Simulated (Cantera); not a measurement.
Mixture: CO : H2 : O2 : N2 : H2O = 1 : 0.69 : 1.54 : 5.78 : 2.6 (molar parts), equivalence ratio 0.55, at 1000000 Pa, adiabatic and at constant pressure. Ignition delay is the time to a rise of 400 K.

Computed with Cantera and GRI-Mech 3.0 (53 species, 325 reactions). The hydrogen kinetics of GRI-Mech 3.0 are dated; newer H2 mechanisms differ, most at raised pressure.

**Question.** Predict: delay at 1250 K; delay at 1325 K; delay at 1400 K; delay at 1475 K; delay at 1550 K; apparent activation energy between 1400 and 1550 K.

**Answer.** 
| Property | Result |
|---|---|
| delay at 1250 K | 0.156 ms |
| delay at 1325 K | 48.8 µs |
| delay at 1400 K | 16.8 µs |
| delay at 1475 K | 7.53 µs |
| delay at 1550 K | 4.55 µs |
| apparent activation energy between 1400 and 1550 K | 160 kJ/mol |
